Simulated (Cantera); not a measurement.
A perfectly stirred reactor is fed with CO : H2 : CH4 : O2 : N2 = 1 : 0.039 : 0.03 : 0.446 : 1.68 (molar parts), equivalence ratio 1.3, at 110000 Pa; it is adiabatic with a 425 K inlet, and is followed from long to short residence time, starting on the burning branch (τ in s: 0.35, 0.15, 0.062, 0.026, 0.011, 0.0046, 0.0019, 0.00081, 0.00034, 0.00014, 5.9e-05).

Computed with Cantera and GRI-Mech 3.0 (53 species, 325 reactions).

Question: What does this change do: inlet temperature 425 to 525 K?

Answer: 
```csv
quantity,before,after
"blow-out, bracketed by the residence times tried","burning at 0.140 ms, out at 59.0 µs","burning at 0.140 ms, out at 59.0 µs"
x(CO) at τ = 0.350 s,0.105,0.109
x(H2) at τ = 0.350 s,0.00211,0.00215
x(CH4) at τ = 0.350 s,8.06e-8,6.17e-8
x(O) at τ = 0.350 s,0.000741,0.00104
x(C2H4) at τ = 0.350 s,<1e-12,<1e-12
x(CO) at τ = 4.60 ms,0.131,0.134
x(H2) at τ = 4.60 ms,0.00294,0.00291
x(CH4) at τ = 4.60 ms,2.19e-6,1.98e-6
x(O) at τ = 4.60 ms,0.00455,0.00480
x(C2H4) at τ = 4.60 ms,1.06e-11,8.72e-12
```
